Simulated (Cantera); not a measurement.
A diamond (100) surface in a fixed gas of H2 with x(CH4) = 0.011, x(CH3) = 2.4e-05, at 1225 K, 14000 Pa; coverages are run to steady state.

Computed with Cantera and the Harris–Goodwin 1993 mechanism for the reconstructed diamond (100) surface.

θ: site fractions in the mechanism's names (c6HH fully hydrogenated, c6H* and c6*H radical sites, c6** diradical, c6HM methylated).

| x(H) | growth (µm/h) | θ c6HH | θ c6H* | θ c6*H | θ c6** | θ c6HM |
|---|---|---|---|---|---|---|
| 0.0001 | 0.0607 | 0.627 | 0.0278 | 0.340 | 0.00491 | 0.000349 |
| 0.00025 | 0.175 | 0.527 | 0.0349 | 0.425 | 0.0117 | 0.000479 |
| 0.00062 | 0.401 | 0.469 | 0.0386 | 0.470 | 0.0203 | 0.000569 |
| 0.0015 | [?] | 0.442 | 0.0402 | 0.490 | [?] | 0.000581 |
| 0.0038 | [?] | 0.429 | 0.0409 | 0.498 | 0.0316 | [?] |
| 0.0095 | 2.32 | 0.424 | 0.0413 | 0.501 | 0.0337 | 0.000336 |
| 0.024 | 3.09 | 0.421 | 0.0419 | 0.502 | 0.0347 | 0.000184 |
| 0.059 | 3.58 | 0.421 | 0.0430 | 0.501 | 0.0354 | 8.77e-5 |
| 0.15 | 3.88 | 0.420 | 0.0456 | 0.498 | 0.0363 | 3.76e-5 |

Task: What belongs in the gaps?

Result: 
- 0.0015, growth (µm/h): 0.792
- 0.0015, θ c6**: 0.0273
- 0.0038, growth (µm/h): 1.46
- 0.0038, θ c6HM: 0.000493
